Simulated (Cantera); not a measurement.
Feed: 1 mol SiCl4, 0.87 mol HCl, 12 mol H2, equilibrated at 1 atm.

These are equilibrium values from Cantera (NASA tables, ideal gas, pure condensed phases), not measurements of a reactor. Candidate condensed phases: Si; 19 gas species. The tables' values for SiCl3 are old estimates; treat these amounts as uncertain. Rates play no part. All values below are at 1275 K.

Base state: H2 0.836, HCl 0.0927, SiCl4 0.0457, SiHCl3 0.0166, SiCl3 0.00497, SiCl2 0.00352, SiH2Cl2 0.000839, SiH3Cl 1.18e-5 (mole fractions); condensed: gas only.

### Question
What changes in the equilibrium state with this change: SiCl4 replaced by Si?

### Answer
```tsv
species	before	after
H2	0.836	0.956
HCl	0.0927	0.0313
SiHCl3	0.0166	0.00425
SiCl4	0.0457	0.00345
SiCl3	0.00497	0.00119
SiH3Cl	1.18e-5	3.46e-5
SiCl2	0.00352	0.00266
SiH2Cl2	0.000839	0.000725
Si(s), mol	0	0.843
```

### Question
What changes in the equilibrium state with this change: pressure from 1 atm to 1.40 bar?

### Answer
| species | before | after |
|---|---|---|
| H2 | 0.836 | 0.837 |
| HCl | 0.0927 | 0.0912 |
| SiCl4 | 0.0457 | 0.0465 |
| SiHCl3 | 0.0166 | 0.0172 |
| SiCl2 | 0.00352 | 0.00268 |
| SiCl3 | 0.00497 | 0.00438 |
| SiH3Cl | 1.18e-5 | 1.27e-5 |
| SiH2Cl2 | 0.000839 | 0.000885 |
